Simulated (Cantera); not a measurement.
A freely propagating, adiabatic, planar premixed flame of H2 : O2 : N2 = 1 : 0.278 : 0.722 (molar parts), unburnt at 700 K and 4.93 atm; mixture-averaged transport, grid criteria slope 0.08 and curve 0.16, no radiation.

Computed with Cantera and the H2/O2 subset of GRI-Mech 3.0, which has no nitrogen chemistry. The hydrogen kinetics of GRI-Mech 3.0 are dated; newer H2 mechanisms differ, most at raised pressure. Burning velocities carry a grid error of a few per cent, more on coarse grids.

x: mole fraction of selected species; z is measured from the peak of heat release.

```csv
z (mm),T (K),u (m/s),x H2,x O2,x H2O,x HO2,x H,x OH
-0.172,700,16.2,0.500,0.139,<1e-8,<1e-8,<1e-8,<1e-8
-0.115,700,16.2,0.500,0.139,<1e-8,<1e-8,<1e-8,<1e-8
-0.0861,700,16.2,0.500,0.139,<1e-8,1.82e-8,<1e-8,<1e-8
-0.0574,700,16.2,0.500,0.139,[?],[?],[?],<1e-8
-0.0287,734,16.8,0.494,0.139,0.00131,0.000610,0.000378,0.000106
-0.0143,1011,22.5,0.453,0.132,0.0273,0.000625,0.00984,0.00133
0,[?],32.0,[?],[?],[?],[?],[?],[?]
0.0143,1815,38.6,0.251,0.0313,0.228,0.000103,0.0822,0.00938
0.0287,1972,41.6,0.221,0.0102,0.269,3.23e-5,0.0879,0.0117
0.0574,2124,44.4,0.217,0.00263,0.287,8.43e-6,0.0778,0.0128
0.115,2276,47.0,0.226,0.00129,0.295,4.25e-6,0.0603,0.0122
0.230,2415,49.4,0.234,0.000729,0.302,2.38e-6,0.0434,0.0104
0.459,2527,51.2,0.241,0.000360,0.309,1.13e-6,0.0294,0.00804
```

Question: Fill in the missing entries.

Answer: 
- -0.0574, x H2O: 6.25e-7
- -0.0574, x HO2: 2.07e-6
- -0.0574, x H: 1.33e-7
- 0, T (K): 1486
- 0, x H2: 0.345
- 0, x O2: 0.0873
- 0, x H2O: 0.123
- 0, x HO2: 0.000297
- 0, x H: 0.0486
- 0, x OH: 0.00470
